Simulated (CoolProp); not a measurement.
Vapour-liquid equilibrium of R125 (1) + fluoroethane (R161) (2) at -49.45 °C; x and y are mole fractions of (1).

Computed with CoolProp (multi-fluid Helmholtz-energy mixture model, Lemmon 2005 and Wu 2012; pair parameters Bell 2016).

| x | bubble pressure (MPa) | y at the bubble point | dew pressure at overall composition x (MPa) | liquid density (mol/L) |
|---|---|---|---|---|
| 0.05 | 0.05807 | 0.073 | 0.05763 | 17.08 |
| 0.2 | 0.06368 | 0.297 | 0.06098 | 16.26 |
| 0.35 | 0.07075 | 0.493 | 0.06538 | 15.48 |
| 0.5 | 0.07794 | 0.646 | 0.07103 | 14.75 |
| 0.65 | 0.08432 | 0.764 | 0.07812 | 14.07 |
| 0.8 | 0.08957 | 0.863 | 0.08630 | 13.43 |
| 0.95 | 0.09367 | 0.962 | 0.09327 | 12.84 |

No azeotrope shows between x = 0.05 and 0.95.

Pair parameters are fitted to limited data, so mixtures are less certain than the pure fluids. The gap from Raoult's law changes sign with composition, which may be real or a fault of the pair parameters; it wasn't checked against measurements.
